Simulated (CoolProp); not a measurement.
A closed Brayton cycle with dry air: compressor inlet 320.15 K and 1.8 MPa, high pressure 6.26 MPa, turbine inlet 925 K, compressor efficiency 0.89, turbine efficiency 0.9, recuperator effectiveness 0.8 (on enthalpy, no pinch check). Each further row changes one setting.

The numbers come from the reference Helmholtz-energy equation of state, Lemmon 2000 in CoolProp. It is a pseudo-pure fit of the blend.

| case | thermal efficiency (%) | net work (kJ/kg) | compressor to turbine work | compressor exit (K) | turbine exit (K) |
|---|---|---|---|---|---|
| as stated | … | 102 | 0.61 | 474.1 | 693.5 |
| turbine inlet 875 K | 30.8 | 87.5 | 0.64 | 474.1 | 654.2 |
| compressor inlet 330.15 K | 31.9 | … | 0.62 | 488.5 | 693.5 |
| high pressure 5.32 MPa | 33.5 | 96.3 | 0.58 | 450.9 | … |
| recuperator effectiveness 0.5 | 27.1 | 102 | 0.61 | 474.1 | 693.5 |

**Question.** Complete the blanks.

**Answer.** 
- as stated, thermal efficiency (%): 33.2
- compressor inlet 330.15 K, net work (kJ/kg): 96.7
- high pressure 5.32 MPa, turbine exit (K): 720.2
